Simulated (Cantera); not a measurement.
A closed system holds: 1 mol TiO2, 2.4 mol H2, equilibrated at 1.33 mbar.

Method: chemical equilibrium by Gibbs-energy minimisation in Cantera with the NASA 1993 tables (ideal gas, pure condensed phases). Candidate condensed phases: H2O, Ti, TiO, TiO2, Ti2O3, Ti3O5, Ti4O7; 12 gas species. Condensed phases not in the tables: Magnéli phases beyond Ti4O7. Rates play no part.

Q: At 1973 K, list the 6 most abundant gas species with their mole fractions, and the condensed phases.

A: H2 0.863, H2O 0.102, H 0.0343, OH 0.000385, TiO2 7.91e-5, O 1.13e-5. Condensed: Ti4O7(l).
